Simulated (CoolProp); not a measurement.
Properties of carbon monoxide at several states (Tc = -140.3 °C, pc = 3.498 MPa, ω = 0.050).

Model: reference Helmholtz-energy equation of state, Lemmon 2006, in CoolProp. It is a short technical equation, of lower accuracy than the large ones.

```tsv
T (°C)	p (MPa)	phase	Z	cp (kJ/(kg K))	isothermal compressibility (1/MPa)	expansivity (1/kK)	fugacity coefficient
-4.95	0.0185	gas	0.9999	1.040	54.06	3.731	0.9999
41.65	0.024	gas	1.0000	?	41.67	3.179	1.0000
-124.45	0.0955	gas	0.9935	?	10.54	6.859	0.9935
-31.15	0.0368	gas	0.9995	1.040	27.19	4.141	0.9995
10.05	0.502	gas	0.9975	?	1.997	3.593	0.9974
```

Problem. What belongs in the gaps?

Solution. 
- 41.65, cp (kJ/(kg K)): 1.041
- -124.45, cp (kJ/(kg K)): 1.049
- 10.05, cp (kJ/(kg K)): 1.050
